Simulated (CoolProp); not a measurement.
Vapour-liquid equilibrium of cyclohexane (1) + ethylbenzene (2) at 416.4 K; x and y are mole fractions of (1).

The numbers come from the multi-fluid Helmholtz-energy mixture model, Zhou 2014 and Zhou 2012; pair parameters Bell 2016 in CoolProp.

| x | bubble pressure (MPa) | y at the bubble point | dew pressure at overall composition x (MPa) | liquid density (mol/L) |
|---|---|---|---|---|
| 0.05 | 0.1430 | 0.181 | 0.1272 | 7.126 |
| 0.125 | 0.1742 | 0.372 | 0.1358 | 7.174 |
| 0.2 | 0.2047 | 0.505 | 0.1456 | 7.220 |
| 0.275 | 0.2344 | 0.601 | 0.1568 | 7.267 |
| 0.35 | 0.2629 | 0.675 | 0.1699 | 7.313 |
| 0.425 | 0.2904 | 0.734 | 0.1852 | 7.360 |
| 0.5 | 0.3169 | 0.783 | 0.2035 | 7.407 |
| 0.575 | 0.3425 | 0.824 | 0.2255 | 7.454 |
| 0.65 | 0.3674 | 0.860 | 0.2525 | 7.502 |
| 0.725 | 0.3919 | 0.893 | 0.2859 | 7.551 |
| 0.8 | 0.4161 | 0.923 | 0.3274 | 7.601 |
| 0.875 | 0.4405 | 0.952 | 0.3786 | 7.653 |
| 0.95 | 0.4652 | 0.981 | 0.4387 | 7.707 |

No azeotrope shows between x = 0.05 and 0.95.

Pair parameters are fitted to limited data, so mixtures are less certain than the pure fluids.
